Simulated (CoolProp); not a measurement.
Computed with CoolProp (reference Helmholtz-energy equation of state, Thol 2019).

Problem. For tetradecamethylhexasiloxane (MD4M), give the phase and the density (kg/m³), cp (kJ/(kg K)), cv (kJ/(kg K)), isothermal compressibility (1/MPa) at 137.15 °C and 0.101 MPa; 280.45 °C and 0.101 MPa.

Solution. 
- 137.15 °C and 0.101 MPa: liquid; density 777, cp 1.96, cv 1.71, isothermal compressibility 0.00363
- 280.45 °C and 0.101 MPa: gas; density 11.2, cp 1.98, cv 1.95, isothermal compressibility 11.1
